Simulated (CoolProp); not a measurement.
Methane along the isobar 3.62 MPa: Z from the reference equation and from simpler models built on Tc = -82.6 °C, pc = 4.599 MPa, ω = 0.011; each cubic takes its own stable root.

Values from CoolProp's reference Helmholtz-energy equation of state, Setzmann 1991.

| T (°C) | phase | reference |
|---|---|---|
| -121.35 | liquid | 0.1277 |
| -114.85 | liquid | 0.1272 |
| -108.35 | liquid | 0.1278 |
| -101.85 | liquid | 0.1299 |
| -95.35 | liquid | 0.1351 |
| -88.85 | gas | 0.5623 |
| -82.35 | gas | 0.6490 |
| -75.85 | gas | 0.7026 |
| -69.35 | gas | 0.7423 |
| -62.85 | gas | 0.7737 |
| -56.45 | gas | 0.7990 |
| -49.95 | gas | 0.8205 |
| -43.45 | gas | 0.8389 |
| -36.95 | gas | 0.8548 |
| -30.45 | gas | 0.8686 |

Problem. How far does each simpler model (van der Waals, Redlich-Kwong, Soave-Redlich-Kwong, Peng-Robinson) lie from the reference over these 15 states: mean and median of the absolute difference, and the worst?

Solution. 
- van der Waals: mean 17.1 %, median 2.9 %, worst +50.0 % at -95.35 °C and 3.62 MPa
- Redlich-Kwong: mean 2.5 %, median 0.3 %, worst +12.0 % at -95.35 °C and 3.62 MPa
- Soave-Redlich-Kwong: mean 2.6 %, median 0.2 %, worst +12.3 % at -95.35 °C and 3.62 MPa
- Peng-Robinson: mean 3.7 %, median 3.3 %, worst -8.3 % at -121.35 °C and 3.62 MPa
